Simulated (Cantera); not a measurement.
**Equilibrium for abatement and gas-phase synthesis: HBr + O₂ + H₂**

Input: 1 mol HBr, 0.51 mol O₂, 0.47 mol H₂, equilibrated at 0.000310 bar.

These are equilibrium values from Cantera (NASA tables, ideal gas, pure condensed phases), not measurements of a reactor. Candidate condensed phases: Br₂, H₂O; 12 gas species. The numbers say what is thermodynamically allowed, not how fast it happens.

```json
[
 {"T (K)": "1225", "log p H₂O": "-3.85", "log p Br": "-3.92", "log p H": "-11.04", "log p HBr": "-4.50", "log p H₂": "-9.06", "log p O": "-9.84", "log p O₂": "-4.92", "log p OH": "-7.87", "log p Br₂": "-5.25"},
 {"T (K)": "1375", "log p H₂O": "-3.85", "log p Br": "-3.88", "log p H": "-9.40", "log p HBr": "-4.58", "log p H₂": "-7.88", "log p O": "-8.69", "log p O₂": "-4.98", "log p OH": "-7.12", "log p Br₂": "-6.09"},
 {"T (K)": "1525", "log p H₂O": "-3.85", "log p Br": "-3.87", "log p H": "-8.08", "log p HBr": "-4.66", "log p H₂": "-6.91", "log p O": "-7.76", "log p O₂": "-5.03", "log p OH": "-6.52", "log p Br₂": "-6.80"},
 {"T (K)": "1675", "log p H₂O": "-3.85", "log p Br": "-3.86", "log p H": "-7.00", "log p HBr": "-4.73", "log p H₂": "-6.13", "log p O": "-7.00", "log p O₂": "-5.06", "log p OH": "-6.03", "log p Br₂": "-7.39"},
 {"T (K)": "1825", "log p H₂O": "-3.86", "log p Br": "-3.85", "log p H": "-6.11", "log p HBr": "-4.81", "log p H₂": "-5.50", "log p O": "-6.34", "log p O₂": "-5.06", "log p OH": "-5.62", "log p Br₂": "-7.90"},
 {"T (K)": "1975", "log p H₂O": "-3.90", "log p Br": "-3.86", "log p H": "-5.38", "log p HBr": "-4.91", "log p H₂": "-5.03", "log p O": "-5.75", "log p O₂": "-4.98", "log p OH": "-5.27", "log p Br₂": "-8.34"},
 {"T (K)": "2125", "log p H₂O": "-3.99", "log p Br": "-3.87", "log p H": "-4.80", "log p HBr": "-5.07", "log p H₂": "-4.71", "log p O": "-5.21", "log p O₂": "-4.86", "log p OH": "-4.98", "log p Br₂": "-8.75"},
 {"T (K)": "2275", "log p H₂O": "-4.21", "log p Br": "-3.92", "log p H": "-4.35", "log p HBr": "-5.29", "log p H₂": "-4.56", "log p O": "-4.76", "log p O₂": "-4.78", "log p OH": "-4.80", "log p Br₂": "-9.17"}
]
```
log p: log10 of the partial pressure in bar; nothing condenses.

From 1225 K to 2275 K nothing is condensed.
